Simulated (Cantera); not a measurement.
A Cantera script and its output.

```python
import numpy as np
import cantera as ct

gas = ct.Solution("gri30.yaml")
gas.TPX = 1775, 27000, {'CH4': 1, 'CO2': 4.5}
reactor = ct.IdealGasConstPressureReactor(gas, energy="off", clone=False)
net = ct.ReactorNet([reactor])
net.rtol, net.atol = 1e-08, 1e-18
show = ['CH4', 'CO2', 'H2', 'H2O', 'CH2CO']
times = np.geomspace(2e-06, 1, 10)

steps = ct.SolutionArray(gas, extra=["t"])
rows = []
print(f"{'t/s':>10s}{'T/K':>9s}{'P/Pa':>11s}" + "".join(f"{s:>11s}" for s in show))
for t in times:
    while net.time < t:
        t_next = net.step()
        steps.append(gas.state, t=t_next)
    rows.append([np.interp(t, steps.t, y) for y in (steps.T, steps.P, *steps(*show).X.T)])
    print(f"{t:10.3e}{rows[-1][0]:9.1f}{rows[-1][1]:11.4g}" + "".join(f"{x:11.3e}" for x in rows[-1][2:]))
rate = np.gradient(steps.T, steps.t)
print("integrator steps:", len(steps.t))
if steps.T.max() > steps.T[0] + 200:
    print(f"time of steepest temperature rise: {steps.t[rate.argmax()]:.4e} s")
gas.TPX = 1775, 27000, {'CH4': 1, 'CO2': 4.5}
gas.equilibrate("TP")
print(f"equilibrium (TP): T = {gas.T:.1f} K  " + "  ".join(f"{s} {gas[s].X[0]:.3e}" for s in show))
```

Result:

```
       t/s      T/K       P/Pa        CH4        CO2         H2        H2O      CH2CO
 2.000e-06   1775.0    2.7e+04  1.818e-01  8.182e-01  4.086e-06  2.492e-07  1.231e-16
 8.595e-06   1775.0    2.7e+04  1.818e-01  8.182e-01  2.187e-05  1.747e-06  1.459e-14
 3.694e-05   1775.0    2.7e+04  1.816e-01  8.181e-01  9.948e-05  8.329e-06  1.234e-12
 1.587e-04   1775.0    2.7e+04  1.807e-01  8.177e-01  5.234e-04  4.508e-05  1.132e-10
 6.822e-04   1775.0    2.7e+04  1.724e-01  8.137e-01  6.693e-03  6.961e-04  3.034e-08
 2.932e-03   1775.0    2.7e+04  1.191e-01  7.623e-01  5.727e-02  1.482e-02  8.842e-06
 1.260e-02   1775.0    2.7e+04  4.765e-02  6.121e-01  7.187e-02  9.882e-02  6.796e-05
 5.415e-02   1775.0    2.7e+04  5.853e-03  4.311e-01  3.935e-02  1.948e-01  1.493e-04
 2.327e-01   1775.0    2.7e+04  2.613e-03  3.189e-01  6.667e-02  1.900e-01  2.898e-05
 1.000e+00   1775.0    2.7e+04  4.477e-05  2.809e-01  8.054e-02  1.859e-01  1.383e-07
integrator steps: 1581
equilibrium (TP): T = 1775.0 K  CH4 2.470e-11  CO2 2.807e-01  H2 8.064e-02  H2O 1.859e-01  CH2CO 1.678e-14
```

Detailed kinetics in Cantera: GRI-Mech 3.0 (53 species, 325 reactions).
